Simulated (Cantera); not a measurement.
A closed system holds: 1 mol borazine, 1.3 mol O2, 0.15 mol N2, equilibrated at 977 °C and 100000 Pa.

Cantera equilibrium calculation (NASA polynomials, part measured and part estimated; ideal gas, pure solids and liquids). Candidate condensed phases: B, BN, B2O3, B3O3H3, H2O; 39 gas species. The feed counts by its element totals alone. Mutual solubility and eutectic melting of coexisting phases are not modelled. Gases not in the tables: H3BO3. Rates play no part.

Base state: H2 0.744, N2 0.252, H2O 0.00409, HBO2 0.000105, NH3 4.92e-5 (mole fractions); condensed: BN(s) + B2O3(l).

Task: What changes in the equilibrium state with this change: temperature from 977 °C to 1450 °C?

Result: 
| species | before | after |
|---|---|---|
| H2 | 0.744 | 0.735 |
| N2 | 0.252 | 0.250 |
| HBO2 | 0.000105 | 0.00764 |
| HBO | 1.61e-6 | 0.00311 |
| B2O2 | <1e-9 | 5.80e-5 |
| B2O3 | 4.41e-8 | 0.00112 |
| BN(s), mol | 1.28 | 1.28 |
| B2O3(l), mol | 0.861 | 0.833 |

Task: What changes in the equilibrium state with this change: temperature from 977 °C to 1502 °C?

Result: 
| species | before | after |
|---|---|---|
| H2 | 0.744 | 0.729 |
| N2 | 0.252 | 0.249 |
| HBO2 | 0.000105 | 0.0105 |
| HBO | 1.61e-6 | 0.00551 |
| B2O2 | <1e-9 | 0.000166 |
| B2O3 | 4.41e-8 | 0.00241 |
| BO | <1e-9 | 3.42e-5 |
| B3O3H3 | 1.18e-8 | 1.31e-5 |
| BN(s), mol | 1.28 | 1.28 |
| B2O3(l), mol | 0.861 | 0.816 |

Task: What changes in the equilibrium state with this change: O2 from 1.3 to 2.9 mol?

Result: 
| species | before | after |
|---|---|---|
| H2 | 0.744 | 0.366 |
| N2 | 0.252 | 0.355 |
| H2O | 0.00409 | 0.277 |
| (HBO2)3 | 2.55e-6 | 0.00142 |
| HBO2 | 0.000105 | 0.000866 |
| NH3 | 4.92e-5 | 2.01e-5 |
| BN(s), mol | 1.28 | 0 |
| B2O3(l), mol | 0.861 | 1.49 |
